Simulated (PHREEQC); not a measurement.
A solution holds 0.14 mol/kgw FeSO4, 9.6e-05 mol/kgw KBr, 0.00066 mol/kgw (CH3)4NF and 4.5e-05 mol/kgw MgSO4, at 25 °C. Closed to the air; pH follows from the charge balance.

Equilibrium calculation in PHREEQC: ion-association model, phreeqc.dat.

```json
[
 {"quantity": "pH", "before": "5.86", "after": "5.99"},
 {"quantity": "ionic strength (mol/kgw)", "before": "0.295", "after": "0.0723"},
 {"quantity": "SO4-2 (mol/kgw)", "before": "0.0737", "after": "0.0179"},
 {"quantity": "Fe+2 (mol/kgw)", "before": "0.0736", "after": "0.0178"},
 {"quantity": "FeSO4 (mol/kgw)", "before": "0.0663", "after": "0.0101"},
 {"quantity": "K+ (mol/kgw)", "before": "8.55e-5", "after": "9.14e-5"},
 {"quantity": "SI of Melanterite (FeSO4:7H2O)", "before": "-1.20", "after": "-2.03"}
]
```

Problem. Which change was made?
A. MgSO4 left out
B. KBr from 9.6e-05 to 0.000144 mol/kgw
C. (CH3)4NF left out
D. KBr from 9.6e-05 to 8.64e-05 mol/kgw
E. FeSO4 from 0.14 to 0.028 mol/kgw

Solution. E, FeSO4 from 0.14 to 0.028 mol/kgw

Precipitation was switched off in this run. (CH3)4N+ isn't in the database: it is added as a free cation with an ion size of 4 Å. Fluoro complexes past AlF4- and FeF3 are missing from the database.
